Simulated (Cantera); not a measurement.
Input (Python, Cantera) and output of one run.

```python
import numpy as np
import cantera as ct

gas_names = """
    H HNO HNO2 HNO3 HO2 H2 H2O H2O2 N NH NH2 NH3 NH2OH NO NO2 NO3 N2 N2H2 N2H4 N2O O OH O2 O3 Si SiH
    SiH2 SiH3 SiH4 SiN SiO SiO2 Si2 Si2N Si3
""".split()
cond_names = """
    H2O(s) H2O(L) Si(cr) Si(L) SiO2(Lqz) SiO2(hqz) SiO2(L) Si2N2O(s) Si3N4(a)
""".split()


# ... load() reads the species with a 1 bar reference pressure and builds the phases ...
atoms = {
    'Si3N4': {'Si': 3, 'N': 4},
    'N2O': {'N': 2, 'O': 1},
    'H2': {'H': 2},
}
top_T = {'Si2N2O(s)': 2100, 'Si3N4(a)': 2400}  # K; cautious upper limits of use, not melting points


# ... equilibrate(T, P, feed) seeds the gas with the atoms and calls Mixture.equilibrate('TP', solver="gibbs", rtol=1e-10, max_steps=50000) ...
results = []
T = 1675  # K
P = 13332.2  # Pa
for m in [68, 80, 93, 110, 130, 150, 170, 200, 240, 280]:
    feed = {'Si3N4': 1, 'N2O': 0.35, 'H2': m}  # mol
    mix = equilibrate(T, P, feed)
    results.append((T, P, feed, dict(zip(mix.species_names, mix.species_moles))))

top = {s: max(r[3][s] / sum(r[3][g] for g in gas_names) for r in results) for s in gas_names}
cols = sorted((s for s in top if top[s] > 0.0001), key=lambda s: -top[s])[:6]
seen = [c for c in cond_names if any(r[3].get(c, 0) > 1e-12 for r in results)]
print("log10 of partial pressures in bar; condensed amounts in mol")
print(f"{'n(H2)':>10s}" + "".join(f"{s[:9]:>10s}" for s in cols + seen))
for T, P, feed, n in results:
    ng = sum(n[g] for g in gas_names)
    print(f"{feed['H2']:10.4g}" + "".join(f"{np.log10(max(n[s] / ng * P / 1e5, 1e-99)):10.3f}" for s in cols)
          + "".join(f"{n.get(c, 0):10.4g}" for c in seen))
```

Result:

```
log10 of partial pressures in bar; condensed amounts in mol
     n(H2)        H2        N2         H       SiO    Si(cr) Si2N2O(s)  Si3N4(a)
        68    -0.879    -2.988    -4.375    -4.413   0.08119    0.3301    0.7458
        80    -0.879    -2.988    -4.375    -4.413    0.2191    0.3266     0.701
        93    -0.879    -2.988    -4.375    -4.413    0.3684    0.3228    0.6524
       110    -0.879    -2.988    -4.375    -4.413    0.5637    0.3179    0.5889
       130    -0.879    -2.988    -4.375    -4.413    0.7935     0.312    0.5141
       150    -0.879    -2.988    -4.375    -4.413     1.023    0.3062    0.4393
       170    -0.879    -2.988    -4.375    -4.413     1.253    0.3003    0.3646
       200    -0.879    -2.988    -4.375    -4.413     1.598    0.2916    0.2525
       240    -0.879    -2.988    -4.375    -4.413     2.057    0.2799     0.103
       280    -0.879    -3.007    -4.374    -4.395      2.38    0.2648         0
```

These are equilibrium values from Cantera (NASA tables, ideal gas, pure condensed phases), not measurements of a reactor. Mutual solubility and eutectic melting of coexisting phases are not modelled. Gases not in the tables: Si2H6 and higher silanes.
